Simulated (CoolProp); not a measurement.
Methanol at 293.15 K and 0.126 MPa is throttled through a valve to 0.0326 MPa with no heat exchange. Each further row changes one setting.

The numbers come from the reference Helmholtz-energy equation of state, de Reuck 1993 in CoolProp.

```csv
case,temperature change (K),final phase,final density (kg/m³)
as stated,+0.0,liquid,791
outlet pressure 0.00978 MPa,-5.2,"two-phase, vapour fraction 0.011",11.9
outlet pressure 0.0424 MPa,+0.0,liquid,791
```
